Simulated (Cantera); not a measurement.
Input: 1 mol Si, 0.084 mol H2O, 60 mol CO, held at 902 °C and 1.00 Torr.

Cantera equilibrium calculation (NASA polynomials, part measured and part estimated; ideal gas, pure solids and liquids). The tables hold silica as quartz up to 1696 K and as liquid above; real silica turns to tridymite and cristobalite and melts near 1996 K. Kinetics and transport are ignored.

```
species               before    after
-------------------  -------  -------
CO                     0.999    0.996
H2                   0.00144  0.00427
CO2                  3.60e-5  3.58e-5
C(graphite), mol        1.92     1.75
SiO2(β-quartz), mol    1.000    1.000
```
Gas species are given as mole fractions.

### Question
Which change was made?
A) H2O from 0.084 to 0.25 mol
B) temperature from 902 °C to 1550 °C
C) temperature from 902 °C to 1250 °C
D) pressure from 1.00 Torr to 68.3 Torr

### Answer
A, H2O from 0.084 to 0.25 mol
